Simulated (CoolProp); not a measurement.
A single-stage vapour-compression cycle with the fluid: evaporating at 229.15 K (dew point), condensing at 283.15 K (bubble point), superheat 0 K, subcooling 0 K, compressor efficiency 0.7, no pressure losses. The same conditions are run with several fluids, on thermodynamics alone (safety and materials aside).

Values from CoolProp's reference Helmholtz-energy equation of state of each fluid (carbonyl sulfide: Lemmon 2006; dimethyl ether: Wu 2011; CH2F2 (R32): Tillner-Roth 1997; carbon dioxide: Span 1996; R236FA: Pan 2012; n-butane: Bücker 2006).

Task: Rank carbonyl sulfide, dimethyl ether, CH2F2 (R32), carbon dioxide, R236FA, n-butane by cooling COP, highest first.

Result: dimethyl ether (2.45), n-butane (2.43), carbonyl sulfide (2.40), CH2F2 (R32) (2.31), R236FA (2.29), carbon dioxide (1.91)

```tsv
fluid	pressure ratio	discharge temperature (K)	refrigerating effect (kJ/kg)	volumetric capacity (kJ/m³)
carbonyl sulfide	6.48	378.3	238	1040
dimethyl ether	9.23	340.0	364	363
CH2F2 (R32)	7.51	379.9	282	1200
carbon dioxide	5.21	371.9	209	4700
R236FA	14.0	299.2	116	107
n-butane	11.0	310.6	300	124
```
